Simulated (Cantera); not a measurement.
What does this Cantera script print?

```python
import numpy as np
import cantera as ct

gas = ct.Solution("gri30.yaml")
gas.TPX = 1400, 13332, {'C2H6': 1, 'N2': 25}
inlet = ct.Reservoir(gas, clone=True)

reactor = ct.IdealGasConstPressureReactor(gas, energy="off", clone=False)
exhaust = ct.Reservoir(gas, clone=True)
tau = [21, 8.1, 3.2, 1.2, 0.49, 0.19, 0.075, 0.029, 0.011, 0.0045, 0.0018][0]
for a, b in ((inlet, reactor), (reactor, exhaust)):
    ct.MassFlowController(a, b, mdot=lambda t: reactor.mass / tau)
net = ct.ReactorNet([reactor])
show = ['C2H6', 'CH3', 'H', 'C2H', 'CH4']

rows = []
print(f"{'tau/s':>10s}{'T/K':>9s}" + "".join(f"{s:>11s}" for s in show))
for tau in [21, 8.1, 3.2, 1.2, 0.49, 0.19, 0.075, 0.029, 0.011, 0.0045, 0.0018]:
    net.initial_time = 0.0
    net.advance(30 * tau)
    before = gas.X
    net.advance(40 * tau)
    drift = np.max(np.abs(gas.X - before) / (gas.X + 1e-9))
    rows.append([gas.T, *gas[show].X, drift])
    print(f"{tau:10.3e}{gas.T:9.1f}" + "".join(f"{x:11.3e}" for x in gas[show].X))
```

Output:

```
     tau/s      T/K       C2H6        CH3          H        C2H        CH4
 2.100e+01   1400.0  1.963e-05  2.053e-05  9.053e-06  4.608e-09  6.930e-03
 8.100e+00   1400.0  3.889e-05  2.859e-05  1.225e-05  6.231e-09  7.081e-03
 3.200e+00   1400.0  7.608e-05  3.980e-05  1.627e-05  8.270e-09  7.323e-03
 1.200e+00   1400.0  1.575e-04  5.734e-05  2.136e-05  1.083e-08  7.809e-03
 4.900e-01   1400.0  3.133e-04  8.114e-05  2.654e-05  1.338e-08  8.469e-03
 1.900e-01   1400.0  6.641e-04  1.185e-04  3.226e-05  1.596e-08  9.282e-03
 7.500e-02   1400.0  1.422e-03  1.740e-04  3.752e-05  1.770e-08  9.933e-03
 2.900e-02   1400.0  3.166e-03  2.616e-04  4.141e-05  1.742e-08  9.956e-03
 1.100e-02   1400.0  7.201e-03  3.991e-04  4.195e-05  1.362e-08  8.592e-03
 4.500e-03   1400.0  1.439e-02  5.622e-04  3.831e-05  7.888e-09  5.871e-03
 1.800e-03   1400.0  2.419e-02  6.912e-04  3.207e-05  3.188e-09  2.856e-03
```

Detailed kinetics in Cantera: GRI-Mech 3.0 (53 species, 325 reactions). GRI-Mech 3.0 stops at C3 and has no aromatics, soot or wall deposition, so with more carbon than oxygen in the feed, carbon stays in small species such as C2H2 where larger ones or solid carbon would form.
